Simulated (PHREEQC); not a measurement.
Solution (25 °C): 4.6 mmol/kgw KOH, 0.48 mmol/kgw KNO3 and 0.091 mmol/kgw CO2. Closed to the air; pH follows from the charge balance.

The numbers come from PHREEQC with the ion-association model, wateq4f.dat.

| quantity | before | after |
|---|---|---|
| pH | 11.61 | 9.65 |
| CO3-2 (mol/kgw) | 8.74e-5 | 1.60e-7 |
| HCO3- (mol/kgw) | 3.64e-6 | 7.49e-7 |
| CO2 (mol/kgw) | 1.86e-11 | 3.75e-10 |

Q: What was changed between the two runs?
A) KNO3 from 0.00048 to 4.8e-05 mol/kgw
B) KOH from 0.0046 to 0.00046 mol/kgw
C) diluted 100-fold with water
D) CO2 from 9.1e-05 to 0.00091 mol/kgw
E) KOH left out

A: C, diluted 100-fold with water

Precipitation was switched off in this run.
